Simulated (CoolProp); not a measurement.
Vapour-liquid equilibrium of n-perfluorobutane (1) + R365MFC (2) at 265.4 K; x and y are mole fractions of (1).

Model: multi-fluid Helmholtz-energy mixture model, Gao 2022 and Lemmon 2016; pair parameters Bell 2016, in CoolProp.

| x | bubble pressure (MPa) | y at the bubble point | dew pressure at overall composition x (MPa) | liquid density (mol/L) |
|---|---|---|---|---|
| 0.05 | 0.03236 | 0.631 | 0.01299 | 8.804 |
| 0.125 | 0.05032 | 0.773 | 0.01409 | 8.596 |
| 0.2 | 0.05970 | 0.815 | 0.01538 | 8.395 |
| 0.275 | 0.06452 | 0.833 | 0.01693 | 8.202 |
| 0.35 | 0.06704 | 0.843 | 0.01883 | 8.018 |
| 0.425 | 0.06850 | 0.849 | 0.02121 | 7.841 |
| 0.5 | 0.06961 | 0.854 | 0.02426 | 7.674 |
| 0.575 | 0.07073 | 0.860 | 0.02833 | 7.515 |
| 0.65 | 0.07205 | 0.868 | 0.03402 | 7.366 |
| 0.725 | 0.07361 | 0.880 | 0.04248 | 7.225 |
| 0.8 | 0.07540 | 0.899 | 0.05603 | 7.095 |
| 0.875 | 0.07729 | 0.925 | 0.07297 | 6.973 |
| 0.95 | 0.07907 | 0.964 | 0.07853 | 6.860 |

No azeotrope shows between x = 0.05 and 0.95.

Pair parameters are fitted to limited data, so mixtures are less certain than the pure fluids. With so large a gap from Raoult's law the liquid may split in two, which this calculation doesn't test in full.
